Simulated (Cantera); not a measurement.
What does this Cantera script print?

```python
import numpy as np
import cantera as ct

gas_names = """
    F F2 H HF H2 H2F2 H3F3 H4F4 H5F5 H6F6 H7F7 Si SiF SiF2 SiF3 SiF4 SiH SiHF3 SiH2 SiH2F2 SiH3 SiH3F
    SiH4 Si2 Si3
""".split()
cond_names = """
    Si(cr) Si(L)
""".split()


def load(file, names, dense=False):
    # The tables refer to 1 bar. Condensed volumes are neglected.
    table = {s.name: s for s in ct.Species.list_from_file(file)}
    out = []
    for n in names:
        d = dict(table[n].input_data)
        d["thermo"] = dict(d["thermo"], **{"reference-pressure": 1e5})
        if dense:
            d["equation-of-state"] = {"model": "constant-volume", "density": "1e6 g/cm^3"}
        out.append(ct.Species.from_dict(d))
    return out


gas = ct.Solution(thermo="ideal-gas", species=load("nasa_gas.yaml", gas_names))
cond = {s.name: ct.Solution(thermo="fixed-stoichiometry", species=[s], name=s.name)
        for s in load("nasa_condensed.yaml", cond_names, dense=True)}
atoms = {
    'Si': {'Si': 1},
    'HF': {'H': 1, 'F': 1},
}
top_T = {}  # K; cautious upper limits of use, not melting points


def equilibrate(T, P, feed):
    n = {}
    for name, mol in feed.items():
        for a, k in atoms[name].items():
            n[a] = n.get(a, 0.0) + k * mol
    gas.TPX = T, P, n
    mass = sum(n.values()) * gas.mean_molecular_weight
    gas.equilibrate("TP")
    valid = [c for c in cond.values() if c.min_temp <= T <= top_T.get(c.name, c.max_temp)]
    mix = ct.Mixture([(gas, mass / gas.mean_molecular_weight)] + [(c, 0.0) for c in valid])
    mix.T, mix.P = T, P
    mix.equilibrate("TP", solver="vcs", rtol=1e-11, max_steps=5000)
    return mix


results = []
feed = {'Si': 1, 'HF': 1.6}  # mol
T = 1173.15  # K
P = 13332.2  # Pa
mix = equilibrate(T, P, feed)
results.append((T, P, feed, dict(zip(mix.species_names, mix.species_moles))))
print(gas.report(threshold=0.001))
for i in range(1, mix.n_phases):
    print(f"{mix.phase(i).name:16s} {mix.phase_moles(i):12.5e} mol")
```

It prints:

```
       temperature   1173.2 K
          pressure   13332 Pa
           density   0.049793 kg/m^3
  mean mol. weight   36.43 kg/kmol
   phase of matter   gas

                          1 kg             1 kmol
                     ---------------   ---------------
          enthalpy       -1.3587e+07       -4.9497e+08  J
   internal energy       -1.3855e+07       -5.0473e+08  J
           entropy            7548.7          2.75e+05  J/K
    Gibbs function       -2.2443e+07       -8.1758e+08  J
 heat capacity c_p              1527             55629  J/K
 heat capacity c_v            1298.8             47314  J/K

                      mass frac. Y      mole frac. X     chem. pot. / RT
                     ---------------   ---------------   ---------------
                H2          0.036383           0.65745           -20.351
              SiF3         0.0091604         0.0039223           -158.02
              SiF4           0.89718           0.31403           -209.36
             SiHF3           0.05542          0.023452            -168.2
     [  +21 minor]         0.0018543         0.0011459

Si(cr)            5.91334e-01 mol
```

Method: chemical equilibrium by Gibbs-energy minimisation in Cantera with the NASA 1993 tables (ideal gas, pure condensed phases). The tables' values for SiF3, SiF2 are old estimates; treat these amounts as uncertain.
